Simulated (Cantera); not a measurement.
Feed: 1 mol SiC, 0.14 mol O2, 11 mol H2, held at 0.100 Pa.

Cantera equilibrium calculation (NASA polynomials, part measured and part estimated; ideal gas, pure solids and liquids). Candidate condensed phases: C, C6H6, C7H8, C8H18, H2O, Si, SiC, SiO2; 123 gas species. Mutual solubility and eutectic melting of coexisting phases are not modelled. Rates play no part.

What share of the Si ends up in condensed phases as a function of T (K), at 1048, 1098, 1148, 1198, 1248, 1298, 1348?


```json
[
 {"T (K)": "1048", "Si condensed (%)": "99.6", "as": "SiC(s) + SiO2(β-quartz)"},
 {"T (K)": "1098", "Si condensed (%)": "95.1", "as": "SiC(s) + SiO2(β-quartz)"},
 {"T (K)": "1148", "Si condensed (%)": "86.0", "as": "SiC(s)"},
 {"T (K)": "1198", "Si condensed (%)": "86.0", "as": "SiC(s)"},
 {"T (K)": "1248", "Si condensed (%)": "86.0", "as": "SiC(s)"},
 {"T (K)": "1298", "Si condensed (%)": "86.0", "as": "SiC(s)"},
 {"T (K)": "1348", "Si condensed (%)": "86.0", "as": "SiC(s)"}
]
```
